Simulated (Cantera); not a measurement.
Cantera with NASA thermochemical tables; ideal gases at 1 bar, condensed phases pure. Values are per mole of reaction as written; species without (g) are pure solids or liquids, kept so even where they would boil at 1 bar.

a) 2 Pb + O2(g) = 2 PbO(g)
b) 2 H2(g) + O2(g) = 2 H2O(g)
c) Nb + O2(g) = NbO2
d) 1.2 Ti + O2(g) = 0.4 Ti3O5

Question: Order these by ΔG° at 1298 K, most negative first.

Answer: d (-754 kJ), c (-564 kJ), b (-352 kJ), a (-20 kJ)
